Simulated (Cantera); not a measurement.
What does this Cantera script print?

```python
import numpy as np
import cantera as ct

gas_names = """
    H H2 H2S Ni NiS S SH S2 S8
""".split()
cond_names = """
    Ni(cr) Ni(L) NiS(b) NiS(a) NiS(L) NiS2(s) NiS2(L) Ni3S2(I) Ni3S2(II) Ni3S2(L) Ni3S4(s) S(cr1) S(cr2)
    S(L)
""".split()


# ... load() reads the species with a 1 bar reference pressure and builds the phases ...
atoms = {
    'NiS': {'Ni': 1, 'S': 1},
    'H2': {'H': 2},
}
top_T = {'Ni3S4(s)': 620}  # K; cautious upper limits of use, not melting points


# ... equilibrate(T, P, feed) seeds the gas with the atoms and calls Mixture.equilibrate('TP', solver="vcs", rtol=1e-11, max_steps=5000) ...
results = []
T = 1848.15  # K
P = 240  # Pa
for m in [26, 40, 61, 92, 140, 210, 320, 490, 740, 1100]:
    feed = {'NiS': 1, 'H2': m}  # mol
    mix = equilibrate(T, P, feed)
    results.append((T, P, feed, dict(zip(mix.species_names, mix.species_moles))))
    x = sorted(zip(gas.X, gas.species_names), reverse=True)
    print(f"T = {T:g} K  P = {P:g} Pa  n(H2) = {m:g} mol  gas = {mix.phase_moles(0):.4g} mol")
    print("   x: " + "  ".join(f"{s} {v:.3e}" for v, s in x if v > 0.0001))
    print("   condensed (mol): " + ("  ".join(f"{mix.phase(i).name} {mix.phase_moles(i):.4g}"
          for i in range(1, mix.n_phases) if mix.phase_moles(i) > 1e-12) or "none"))
```

Result:

```
T = 1848.15 K  P = 240 Pa  n(H2) = 26 mol  gas = 26.93 mol
   x: H2 9.529e-01  S2 1.169e-02  Ni 1.103e-02  H 1.058e-02  SH 5.236e-03  H2S 4.662e-03  S 2.394e-03  NiS 1.470e-03
   condensed (mol): Ni(L) 0.6633
T = 1848.15 K  P = 240 Pa  n(H2) = 40 mol  gas = 41.16 mol
   x: H2 9.609e-01  Ni 1.103e-02  H 1.062e-02  S2 6.854e-03  SH 4.027e-03  H2S 3.601e-03  S 1.833e-03  NiS 1.126e-03
   condensed (mol): Ni(L) 0.4995
T = 1848.15 K  P = 240 Pa  n(H2) = 61 mol  gas = 62.51 mol
   x: H2 9.663e-01  Ni 1.103e-02  H 1.065e-02  S2 3.962e-03  SH 3.070e-03  H2S 2.753e-03  S 1.394e-03  NiS 8.563e-04
   condensed (mol): Ni(L) 0.2569
T = 1848.15 K  P = 240 Pa  n(H2) = 92 mol  gas = 93.92 mol
   x: H2 9.709e-01  H 1.068e-02  Ni 1.005e-02  SH 2.335e-03  S2 2.281e-03  H2S 2.099e-03  S 1.058e-03  NiS 5.921e-04
   condensed (mol): none
T = 1848.15 K  P = 240 Pa  n(H2) = 140 mol  gas = 142.2 mol
   x: H2 9.768e-01  H 1.071e-02  Ni 6.735e-03  SH 1.763e-03  H2S 1.590e-03  S2 1.293e-03  S 7.962e-04  NiS 2.986e-04
   condensed (mol): none
T = 1848.15 K  P = 240 Pa  n(H2) = 210 mol  gas = 212.6 mol
   x: H2 9.807e-01  H 1.073e-02  Ni 4.554e-03  SH 1.321e-03  H2S 1.193e-03  S2 7.224e-04  S 5.951e-04  NiS 1.509e-04
   condensed (mol): none
T = 1848.15 K  P = 240 Pa  n(H2) = 320 mol  gas = 323.2 mol
   x: H2 9.835e-01  H 1.075e-02  Ni 3.022e-03  SH 9.601e-04  H2S 8.685e-04  S 4.320e-04  S2 3.806e-04
   condensed (mol): none
T = 1848.15 K  P = 240 Pa  n(H2) = 490 mol  gas = 494.1 mol
   x: H2 9.854e-01  H 1.076e-02  Ni 1.990e-03  SH 6.821e-04  H2S 6.176e-04  S 3.067e-04  S2 1.918e-04
   condensed (mol): none
T = 1848.15 K  P = 240 Pa  n(H2) = 740 mol  gas = 745.4 mol
   x: H2 9.867e-01  H 1.076e-02  Ni 1.326e-03  SH 4.817e-04  H2S 4.364e-04  S 2.164e-04
   condensed (mol): none
T = 1848.15 K  P = 240 Pa  n(H2) = 1100 mol  gas = 1107 mol
   x: H2 9.875e-01  H 1.077e-02  Ni 8.954e-04  SH 3.398e-04  H2S 3.080e-04  S 1.526e-04
   condensed (mol): none
```

Method: chemical equilibrium by Gibbs-energy minimisation in Cantera with the NASA 1993 tables (ideal gas, pure condensed phases).
